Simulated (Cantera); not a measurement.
Cantera run, input and output.

```python
import numpy as np
import cantera as ct

gas = ct.Solution("gri30.yaml")
gas.TPX = 373, 100000, {'CH4': 1, 'CO': 0.15, 'O2': 1.73, 'N2': 6.5, 'H2O': 1.7}
inlet = ct.Reservoir(gas, clone=True)
gas.equilibrate("HP")  # start burning
reactor = ct.IdealGasConstPressureReactor(gas, energy="on", clone=False)
exhaust = ct.Reservoir(gas, clone=True)
tau = [0.029, 0.017, 0.01, 0.0061, 0.0036, 0.0021, 0.0013, 0.00076, 0.00045, 0.00027, 0.00016, 9.5e-05, 5.6e-05][0]
for a, b in ((inlet, reactor), (reactor, exhaust)):
    ct.MassFlowController(a, b, mdot=lambda t: reactor.mass / tau)
net = ct.ReactorNet([reactor])
show = ['CH4', 'CO', 'O2', 'NO2', 'C2H6']

rows = []
print(f"{'tau/s':>10s}{'T/K':>9s}" + "".join(f"{s:>11s}" for s in show))
for tau in [0.029, 0.017, 0.01, 0.0061, 0.0036, 0.0021, 0.0013, 0.00076, 0.00045, 0.00027, 0.00016, 9.5e-05, 5.6e-05]:
    net.initial_time = 0.0
    net.advance(30 * tau)
    before = gas.X
    net.advance(40 * tau)
    drift = np.max(np.abs(gas.X - before) / (gas.X + 1e-9))
    rows.append([gas.T, *gas[show].X, drift])
    print(f"{tau:10.3e}{gas.T:9.1f}" + "".join(f"{x:11.3e}" for x in gas[show].X))
```

It prints:

```
     tau/s      T/K        CH4         CO         O2        NO2       C2H6
 2.900e-02   1908.9  5.519e-05  3.114e-02  4.898e-04  2.369e-09  7.017e-09
 1.700e-02   1902.3  6.708e-05  3.130e-02  7.003e-04  2.780e-09  1.005e-08
 1.000e-02   1894.1  8.447e-05  3.154e-02  9.948e-04  3.169e-09  1.482e-08
 6.100e-03   1884.5  1.084e-04  3.186e-02  1.373e-03  3.477e-09  2.220e-08
 3.600e-03   1872.1  1.472e-04  3.237e-02  1.925e-03  3.707e-09  3.633e-08
 2.100e-03   1856.5  2.110e-04  3.314e-02  2.712e-03  3.802e-09  6.571e-08
 1.300e-03   1839.7  3.046e-04  3.419e-02  3.696e-03  3.755e-09  1.237e-07
 7.600e-04   1816.0  4.951e-04  3.610e-02  5.351e-03  3.560e-09  3.021e-07
 4.500e-04   1781.5  9.361e-04  3.971e-02  8.385e-03  3.239e-09  1.103e-06
 2.700e-04    373.0  9.025e-02  1.354e-02  1.561e-01  2.367e-20  2.869e-18
 1.600e-04    373.0  9.025e-02  1.354e-02  1.561e-01  3.027e-23  3.670e-21
 9.500e-05    373.0  9.025e-02  1.354e-02  1.561e-01  1.912e-24  2.318e-22
 5.600e-05    373.0  9.025e-02  1.354e-02  1.561e-01  1.208e-25  1.464e-23
```

Model: GRI-Mech 3.0 (53 species, 325 reactions), integrated in Cantera.
